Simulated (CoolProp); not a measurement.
A closed Brayton cycle with carbon dioxide: compressor inlet 325.15 K and 7.8 MPa, high pressure 22.1 MPa, turbine inlet 870 K, compressor efficiency 0.85, turbine efficiency 0.9, recuperator effectiveness 0.8 (on enthalpy, no pinch check). Each further row changes one setting.

Model: reference Helmholtz-energy equation of state, Span 1996, in CoolProp.

```json
[
 {"case": "as stated", "thermal efficiency (%)": "30.1", "net work (kJ/kg)": "87.8", "compressor to turbine work": "0.39", "compressor exit (K)": "415.5", "turbine exit (K)": "742.1"},
 {"case": "turbine inlet 820 K", "thermal efficiency (%)": "28.9", "net work (kJ/kg)": "78.6", "compressor to turbine work": "0.42", "compressor exit (K)": "415.5", "turbine exit (K)": "___"},
 {"case": "compressor inlet 335.15 K", "thermal efficiency (%)": "29.1", "net work (kJ/kg)": "___", "compressor to turbine work": "0.43", "compressor exit (K)": "___", "turbine exit (K)": "742.1"},
 {"case": "high pressure 18.8 MPa", "thermal efficiency (%)": "___", "net work (kJ/kg)": "77.2", "compressor to turbine work": "___", "compressor exit (K)": "___", "turbine exit (K)": "___"},
 {"case": "recuperator effectiveness 0.5", "thermal efficiency (%)": "___", "net work (kJ/kg)": "87.8", "compressor to turbine work": "0.39", "compressor exit (K)": "415.5", "turbine exit (K)": "742.1"}
]
```

**Question.** Fill in the missing entries.

**Answer.** 
- turbine inlet 820 K, turbine exit (K): 696.7
- compressor inlet 335.15 K, net work (kJ/kg): 81.6
- compressor inlet 335.15 K, compressor exit (K): 430.8
- high pressure 18.8 MPa, thermal efficiency (%): 28.4
- high pressure 18.8 MPa, compressor to turbine work: 0.37
- high pressure 18.8 MPa, compressor exit (K): 400.9
- high pressure 18.8 MPa, turbine exit (K): 761.3
- recuperator effectiveness 0.5, thermal efficiency (%): 21.7
